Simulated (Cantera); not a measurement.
HgO + N2 (iron carbonyl, mercury and lead vapours)

Charge: 1 mol HgO, a varied amount of N2, at 1048.15 K and 0.00380 bar.

Cantera equilibrium calculation (NASA polynomials, part measured and part estimated; ideal gas, pure solids and liquids). Candidate condensed phases: Hg, HgO; 10 gas species. Rates play no part.

| n(N2) (mol) | x N2 | x Hg | x O2 | x NO | x NO2 | x O |
|---|---|---|---|---|---|---|
| 6 | 0.800 | 0.133 | 0.0667 | 2.94e-5 | 4.01e-8 | 2.66e-9 |
| 12 | 0.889 | 0.0741 | 0.0370 | 2.31e-5 | 2.35e-8 | 1.98e-9 |
| 18 | 0.923 | 0.0513 | 0.0256 | 1.96e-5 | 1.66e-8 | 1.65e-9 |
| 25 | 0.943 | 0.0377 | 0.0189 | 1.70e-5 | 1.23e-8 | 1.42e-9 |
| 31 | 0.954 | 0.0308 | 0.0154 | 1.54e-5 | 1.01e-8 | 1.28e-9 |
| 37 | 0.961 | 0.0260 | 0.0130 | 1.42e-5 | 8.55e-9 | 1.17e-9 |
| 43 | 0.966 | 0.0225 | 0.0112 | 1.33e-5 | 7.42e-9 | 1.09e-9 |
| 50 | 0.971 | 0.0194 | 0.00970 | 1.24e-5 | 6.43e-9 | 1.02e-9 |
x: gas mole fraction; nothing condenses.

From 6 mol N2 to 50 mol N2 nothing is condensed. The main Hg-bearing gas is Hg throughout.
